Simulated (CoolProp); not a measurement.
Vapour-liquid equilibrium of R141b (1) + n-pentane (2) at 254.1 K; x and y are mole fractions of (1).

Computed with CoolProp (multi-fluid Helmholtz-energy mixture model, Lemmon 2006 and Thol 2019; pair parameters Bell 2016).

Task: Give the bubble pressure and the first vapour's composition at x = 0.05, 0.35, 0.65. Is there an azeotrope?

Result: x = 0.05: 10.01 kPa, y = 0.095; x = 0.35: 11.51 kPa, y = 0.416; x = 0.65: 11.78 kPa, y = 0.637. y crosses x between x = 0.55 and 0.65: the model has an azeotrope there.

The pair parameters rest on a limited set of measurements; away from them the model extrapolates.
